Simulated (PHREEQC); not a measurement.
A solution holds 1.6 mol/kgw HCl and 0.67 mol/kgw SrCl2, at 35 °C. Closed to the air; pH follows from the charge balance.

Model: Pitzer model, pitzer.dat, run in PHREEQC.

Precipitation was switched off in this run.

Problem. Predict the pH.

Solution. pH -0.54.

In brines, pH and single-ion activities rest on the MacInnes convention.
